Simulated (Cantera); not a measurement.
A perfectly stirred reactor is fed with H2 : O2 = 0.019 : 1 (molar parts), equivalence ratio 0.0095, at 0.0370 bar; it is held at 1000 K, and followed from long to short residence time.

Model: the H2/O2 subset of GRI-Mech 3.0, which has no nitrogen chemistry, integrated in Cantera. Radical loss at walls, strong at low pressure, is not modelled.

### Question
What does this change do: H2 0.019 to 0.051 parts?

### Answer
```csv
quantity,before,after
x(H2) at τ = 1.60 s,0.000155,0.000274
x(O2) at τ = 1.60 s,0.981,0.950
x(H2O) at τ = 1.60 s,0.0186,0.0494
x(HO2) at τ = 1.60 s,1.86e-6,3.58e-6
x(OH) at τ = 1.60 s,9.79e-5,0.000161
x(H2) at τ = 57.0 ms,0.000941,0.00174
x(O2) at τ = 57.0 ms,0.980,0.948
x(H2O) at τ = 57.0 ms,0.0176,0.0474
x(HO2) at τ = 57.0 ms,6.47e-6,1.14e-5
x(OH) at τ = 57.0 ms,0.000388,0.000617
```
The temperature is held fixed by assumption; the heat of reaction is taken as removed at once.

### Question
What does this change do: temperature 1000 to 1100 K?

### Answer
| quantity | before | after |
|---|---|---|
| x(H2) at τ = 1.60 s | 0.000155 | 7.06e-5 |
| x(O2) at τ = 1.60 s | 0.981 | 0.981 |
| x(H2O) at τ = 1.60 s | 0.0186 | 0.0187 |
| x(HO2) at τ = 1.60 s | 1.86e-6 | 1.22e-6 |
| x(OH) at τ = 1.60 s | 9.79e-5 | 0.000173 |
| x(H2) at τ = 57.0 ms | 0.000941 | 0.000454 |
| x(O2) at τ = 57.0 ms | 0.980 | 0.978 |
| x(H2O) at τ = 57.0 ms | 0.0176 | 0.0179 |
| x(HO2) at τ = 57.0 ms | 6.47e-6 | 4.08e-6 |
| x(OH) at τ = 57.0 ms | 0.000388 | 0.000583 |
